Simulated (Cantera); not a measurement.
Ignition delay

Mixture: CH4 : O2 : N2 = 1 : 3.39 : 16.6 (molar parts), at 1000000 Pa, adiabatic and at constant pressure. Ignition delay is the time to a rise of 400 K.

Detailed kinetics in Cantera: GRI-Mech 3.0 (53 species, 325 reactions).

```tsv
T0 (K)	delay (ms)
1275	1.95
1375	0.660
1475	0.245
1575	0.0995
1675	0.0441
1775	0.0214
1875	0.0114
```

The apparent activation energy between 1675 and 1875 K comes out as 180 kJ/mol.
